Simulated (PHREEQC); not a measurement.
**Brine: an equilibrium model**

Consider water at 25 °C with 0.12 mol/kgw NaOH, 0.015 mol/kgw K2SO4 and 0.00044 mol/kgw NaCl. Closed to the air; pH follows from the charge balance.

The numbers come from PHREEQC with the ion-association model, phreeqc.dat.

Precipitation was switched off in this run.

Problem. What pH, specific conductance does the model give?

Solution. pH 12.94; specific conductance 26900 µS/cm.

Problem. In which forms is S present?

Solution. SO4-2 80 %, NaSO4- 15 %, KSO4- 5.0 % of the S.
